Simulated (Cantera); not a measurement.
A closed system holds: 1 mol CO2, 0.29 mol SO2, 8.4 mol O2, equilibrated at 1148.15 K and 0.520 bar.

Method: chemical equilibrium by Gibbs-energy minimisation in Cantera with the NASA 1993 tables (ideal gas, pure condensed phases). Candidate condensed phases: C, S; 22 gas species. The numbers say what is thermodynamically allowed, not how fast it happens.

Base state: O2 0.866, CO2 0.104, SO2 0.0237, SO3 0.00634 (mole fractions); condensed: gas only.

**Question.** What changes in the equilibrium state with this change: temperature from 1148.15 K to 1223 K?

**Answer.** 
| species | before | after |
|---|---|---|
| O2 | 0.866 | 0.867 |
| CO2 | 0.104 | 0.103 |
| SO2 | 0.0237 | 0.0262 |
| SO3 | 0.00634 | 0.00377 |

**Question.** What changes in the equilibrium state with this change: temperature from 1148.15 K to 2275 K?

**Answer.** 
```json
[
 {"species": "O2", "before": "0.866", "after": "0.862"},
 {"species": "CO2", "before": "0.104", "after": "0.101"},
 {"species": "SO2", "before": "0.0237", "after": "0.0297"},
 {"species": "SO3", "before": "0.00634", "after": "5.69e-5"},
 {"species": "O", "before": "1.03e-8", "after": "0.00552"},
 {"species": "CO", "before": "<1e-9", "after": "0.00150"},
 {"species": "SO", "before": "<1e-9", "after": "5.89e-5"}
]
```
